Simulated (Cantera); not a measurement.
Charge: 1 mol BCl₃, 2.9 mol NH₃, 32 mol N₂, equilibrated at 1475 K and 0.405 Torr.

Equilibrium computed with Cantera from the NASA thermochemical tables; the gas is ideal and each condensed phase is pure. Candidate condensed phases: B, BN, NH₄Cl; 21 gas species. Equilibrium is a limit: real reactors are often held back by kinetics, nucleation or transport.

Base state: N₂ 0.849, HCl 0.0772, H₂ 0.0734, H 0.000151, Cl 0.000129 (mole fractions); condensed: BN(s).

Task: What changes in the equilibrium state with this change: BCl₃ replaced by B?

Result: 
```json
[
 {"species": "N₂", "before": "0.849", "after": "0.883"},
 {"species": "H₂", "before": "0.0734", "after": "0.117"},
 {"species": "H", "before": "0.000151", "after": "0.000191"},
 {"species": "HCl", "before": "0.0772", "after": "0"},
 {"species": "Cl", "before": "0.000129", "after": "0"},
 {"species": "BN(s), mol", "before": "1.000", "after": "1.00"}
]
```

Task: What changes in the equilibrium state with this change: BCl₃ replaced by BF₃?

Result: 
| species | before | after |
|---|---|---|
| N₂ | 0.849 | 0.860 |
| H₂ | 0.0734 | 0.107 |
| BF₃ | 0 | 0.0218 |
| HCl | 0.0772 | 0 |
| HF | 0 | 0.00886 |
| BF₂ | 0 | 0.00127 |
| BF | 0 | 0.000225 |
| BHF₂ | 0 | 0.000171 |
| BN(s), mol | 1.000 | 0.0902 |
The tables' values for BF₂ are old estimates; treat these amounts as uncertain.

Task: What changes in the equilibrium state with this change: temperature from 1475 K to 1750 K?

Result: 
```csv
species,before,after
N₂,0.849,0.846
H₂,0.0734,0.0740
HCl,0.0772,0.0725
H,0.000151,0.00272
BCl,5.12e-6,0.00221
BCl₂,9.47e-7,7.75e-5
Cl,0.000129,0.00206
"BN(s), mol",1.000,0.910
```
The tables' values for BCl, BCl₂ are old estimates; treat these amounts as uncertain.
